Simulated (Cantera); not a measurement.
Charge: 1 mol Si, 1.1 mol H2O, 0.08 mol O2, held at 1475 °C.

Cantera equilibrium calculation (NASA polynomials, part measured and part estimated; ideal gas, pure solids and liquids). Candidate condensed phases: H2O, Si, SiO2; 18 gas species. Each liquid is taken as pure. Mutual solubility and eutectic melting of coexisting phases are not modelled. The tables hold silica as quartz up to 1696 K and as liquid above; real silica turns to tridymite and cristobalite and melts near 1996 K. Gases not in the tables: Si2H6 and higher silanes. Equilibrium is a limit: real reactors are often held back by kinetics, nucleation or transport.

Problem. At 75.0 Torr, list the 4 most abundant gas species with their mole fractions, and the condensed phases.

Solution. H2 0.771, SiO 0.229, H 0.000634, H2O 2.60e-5. Condensed: Si(l) + SiO2(condensed).
